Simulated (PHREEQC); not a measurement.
## Silver or lead bath (model solution)

Consider water at 16 °C with 0.29 mol/kgw AgNO3, 7.5e-05 mol/kgw NaNO3 and 0.0041 mol/kgw Cu(NO3)2. Closed to the air; pH follows from the charge balance.

Computed with PHREEQC (ion-association model, wateq4f.dat).

No solid was allowed to form.

Question: Predict the pH, activity of water.

Answer: pH 5.19; activity of water 0.990.

Question: In which forms is Ag present?

Answer: Ag+ 94 %, AgNO3 6.2 % of the Ag.
